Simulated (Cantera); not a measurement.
Input: 1 mol NaOH, 8.3 mol H2O, 1.1 mol H2, 0.041 mol CO2, held at 848.15 K and 1 atm.

These are equilibrium values from Cantera (NASA tables, ideal gas, pure condensed phases), not measurements of a reactor. Candidate condensed phases: C, C6H6, C7H8, C8H18, H2O, Na, NaOH, NaO2, Na2CO3, Na2O, Na2O2; 117 gas species. Equilibrium is a limit: real reactors are often held back by kinetics, nucleation or transport.

Problem. What is the equilibrium state?

Solution. x(H2O): 0.883
x(H2): 0.117
n(NaOH(l)): 0.918 mol
n(Na2CO3(s)): 0.0410 mol
gas amount: 9.441 mol
log10 activity of Na(l) (absent): -6.55
log10 activity of C(graphite) (absent): -7.47
